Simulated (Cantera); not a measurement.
Gas-phase reforming

An isothermal, constant-pressure homogeneous reactor starts with 24.4 % CH₄, 75.6 % CO₂, at 1798 K and 210000 Pa.

Model: GRI-Mech 3.0 (53 species, 325 reactions), integrated in Cantera.

| t (s) | x CH₄ | x CO₂ | x H₂ | x CH₂O | x CH₂CO | x C₂H₆ |
|---|---|---|---|---|---|---|
| 0.000200 | 0.211 | 0.741 | 0.0262 | 9.62e-5 | 5.41e-7 | 0.00179 |
| 0.000537 | 0.164 | 0.697 | 0.0717 | 7.12e-5 | 8.29e-6 | 0.000874 |
| 0.00144 | 0.106 | 0.609 | 0.104 | 4.87e-5 | 3.59e-5 | 0.000349 |
| 0.00386 | 0.0468 | 0.465 | 0.0848 | 4.15e-5 | 9.80e-5 | 0.000112 |
| 0.0104 | 0.0134 | 0.335 | 0.0634 | 3.01e-5 | 0.000154 | 2.04e-5 |
| 0.0278 | 0.00872 | 0.260 | 0.0873 | 1.16e-5 | 7.82e-5 | 6.64e-6 |
| 0.0746 | 0.00591 | 0.202 | 0.119 | 3.64e-6 | 2.38e-5 | 2.00e-6 |
| 0.200 | 0.00199 | 0.170 | 0.142 | 7.68e-7 | 3.07e-6 | 1.78e-7 |
| 0.537 | 3.69e-5 | 0.164 | 0.147 | 7.63e-8 | 2.00e-8 | 6.14e-11 |
| 1.44 | 8.07e-9 | 0.164 | 0.147 | 6.53e-8 | 3.86e-12 | <1e-12 |
| 3.86 | 8.06e-9 | 0.164 | 0.147 | 6.53e-8 | 3.85e-12 | <1e-12 |
| 10.4 | 8.06e-9 | 0.164 | 0.147 | 6.53e-8 | 3.85e-12 | <1e-12 |
| 27.8 | 8.06e-9 | 0.164 | 0.147 | 6.53e-8 | 3.85e-12 | <1e-12 |
| 74.6 | 8.06e-9 | 0.164 | 0.147 | 6.53e-8 | 3.85e-12 | <1e-12 |
| 200 | 8.06e-9 | 0.164 | 0.147 | 6.53e-8 | 3.85e-12 | <1e-12 |
x: mole fraction; the columns are a selection and need not sum to one.

Equilibrium at this temperature and pressure: CH₄ 8.67e-9, CO₂ 0.164, H₂ 0.147, CH₂O 6.53e-8, CH₂CO 4.13e-12, C₂H₆ <1e-12 (gas phase only).
